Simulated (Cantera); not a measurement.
An isothermal, constant-pressure homogeneous reactor starts with 16.1 % H2, 33.6 % O2, 50.3 % N2, at 1250 K and 0.720 bar.

Detailed kinetics in Cantera: GRI-Mech 3.0 (53 species, 325 reactions). The temperature is held fixed by assumption; the heat of reaction is taken as removed at once.

One state of this run: x H2 = 9.22e-6; x O2 = 0.277; x N2O = 1.26e-7; x O = 9.38e-6; x H2O2 = 3.24e-7; x H = 1.87e-7. x: mole fraction; the columns are a selection and need not sum to one.

### Question
Which value of t (s) does it belong to?
A) 3.99
B) 0.000252
C) 0.159
D) 0.00126

### Answer
D, 0.00126
